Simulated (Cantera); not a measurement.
A closed system holds: 1 mol B2H6, 0.1 mol H2O, equilibrated at 750 Torr.

Method: chemical equilibrium by Gibbs-energy minimisation in Cantera with the NASA 1993 tables (ideal gas, pure condensed phases). Candidate condensed phases: B, B2O3, B3O3H3, H2O; 23 gas species. The feed counts by its element totals alone. Mutual solubility and eutectic melting of coexisting phases are not modelled. Kinetics and transport are ignored. All values below are at 977 °C.

Base state: H2 0.993, B3O3H3 0.00686, HBO 0.000135 (mole fractions); condensed: B(s) + B2O3(l).

Problem. What changes in the equilibrium state with this change: 0.56 mol HCl added?

Solution. 
| species | before | after |
|---|---|---|
| H2 | 0.993 | 0.886 |
| HCl | 0 | 0.0868 |
| BCl3 | 0 | 0.0183 |
| B3O3Cl3 | 0 | 0.00442 |
| BOCl | 0 | 2.12e-5 |
| B3O3H3 | 0.00686 | 0.00477 |
| HBO | 0.000135 | 0.000119 |
| B(s), mol | 1.91 | 1.83 |
| B2O3(l), mol | 0.0120 | 0 |
The tables' values for BOCl are old estimates; treat these amounts as uncertain. Gases not in the tables: BHCl2.
